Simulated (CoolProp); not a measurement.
Model: reference Helmholtz-energy equation of state, Thol 2018, in CoolProp.

Problem. For hydrogen chloride, give the phase and the Z, cp (kJ/(kg K)) at 329.2 K and 1.6 MPa.

Solution. 
- 329.2 K and 1.6 MPa: gas; Z 0.928, cp 0.929
